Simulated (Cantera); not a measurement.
# Equilibrium for halide evaporation, hydrolysis and transport: FeCl₂ + H₂ + N₂

Feed: 1 mol FeCl₂, 1.6 mol H₂, 3.7 mol N₂, held at 1398.15 K.

Cantera equilibrium calculation (NASA polynomials, part measured and part estimated; ideal gas, pure solids and liquids). Candidate condensed phases: Fe, FeCl₂, FeCl₃, NH₄Cl; 18 gas species. The numbers say what is thermodynamically allowed, not how fast it happens.

| P (Pa) | log p N₂ | log p H₂ | log p HCl | log p FeCl₂ | log p Fe | n Fe(γ) |
|---|---|---|---|---|---|---|
| 0.100 | -6.24 | -6.76 | -6.82 | -7.10 | -7.83 | 0.392 |
| 1 | -5.23 | -5.75 | -5.82 | -6.09 | -7.83 | 0.475 |
| 10 | -4.23 | -4.75 | -4.81 | -5.09 | -7.83 | 0.483 |
| 100 | -3.23 | -3.75 | -3.81 | -4.09 | -7.83 | 0.484 |
| 1000 | -2.23 | -2.75 | -2.81 | -3.09 | -7.83 | 0.484 |
| 10000 | -1.23 | -1.75 | -1.81 | -2.09 | -7.83 | 0.484 |
| 100000 | -0.23 | -0.75 | -0.82 | -1.09 | -7.83 | 0.482 |
log p: log10 of the partial pressure in bar; n: condensed amount in mol.

From 1.00e-6 bar to 1.00 bar the condensed part is Fe(γ). The main Fe-bearing gas is FeCl₂ throughout.
